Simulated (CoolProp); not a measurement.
Vapour-liquid equilibrium of hydrogen sulfide (1) + n-hexane (2) at 272.7 K; x and y are mole fractions of (1).

Model: multi-fluid Helmholtz-energy mixture model, Lemmon 2006 and Thol 2019; pair parameters Kunz 2012, in CoolProp.

Q: Give the bubble pressure and the first vapour's composition at x = 0.15, 0.55, 0.65. Is there an azeotrope?

A: x = 0.15: 0.2893 MPa, y = 0.980; x = 0.55: 0.6770 MPa, y = 0.993; x = 0.65: 0.7378 MPa, y = 0.994. No azeotrope shows between x = 0.05 and 0.95.

Pair parameters are fitted to limited data, so mixtures are less certain than the pure fluids. With so large a gap from Raoult's law the liquid may split in two, which this calculation doesn't test in full.
